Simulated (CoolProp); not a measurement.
Properties of m-xylene at several states (Tc = 616.9 K, pc = 3.535 MPa, ω = 0.326).

Model: reference Helmholtz-energy equation of state, Zhou 2012, in CoolProp.

| T (K) | p (MPa) | phase | isothermal compressibility (1/MPa) | fugacity coefficient |
|---|---|---|---|---|
| 270.8 | 5.09 | liquid | 0.0006880 | … |
| 230.7 | 0.306 | liquid | … | … |
| 383 | 5.11 | liquid | … | 0.01022 |

What belongs in the gaps?


- 270.8, fugacity coefficient: 4.881e-5
- 230.7, isothermal compressibility (1/MPa): 0.0005538
- 230.7, fugacity coefficient: 1.869e-5
- 383, isothermal compressibility (1/MPa): 0.001528
